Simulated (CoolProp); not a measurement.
Vapour-liquid equilibrium of CH2F2 (R32) (1) + isobutane (2) at 1.05 MPa; x and y are mole fractions of (1).

Computed with CoolProp (multi-fluid Helmholtz-energy mixture model, Tillner-Roth 1997 and Bücker 2006; pair parameters Bell 2016).

```
x      bubble temperature (°C)  y at the bubble point  dew temperature at overall composition x (°C)  liquid density (mol/L)
-----  -----------------------  ---------------------  ---------------------------------------------  ----------------------
0.05                      50.1                  0.321                                           65.7                   9.052
0.125                     30.8                  0.589                                           61.6                   9.816
0.2                       20.0                  0.707                                           57.3                   10.42
0.275                     14.2                  0.762                                           52.9                   10.95
0.35                      11.2                  0.789                                           48.2                   11.46
0.425                      9.6                  0.805                                           43.2                   11.99
0.5                        8.7                  0.814                                           37.9                   12.55
0.575                      8.2                  0.820                                           32.0                   13.20
0.65                       7.8                  0.827                                           25.5                   13.94
0.725                      7.4                  0.835                                           18.2                   14.83
0.8                        7.1                  0.850                                           10.0                   15.88
0.875                      6.8                  0.877                                            6.9                   17.15
0.95                       7.2                  0.932                                            7.4                   18.63
```

y crosses x between x = 0.875 and 0.95: the model has an azeotrope there.

Pair parameters are fitted to limited data, so mixtures are less certain than the pure fluids. With so large a gap from Raoult's law the liquid may split in two, which this calculation doesn't test in full.
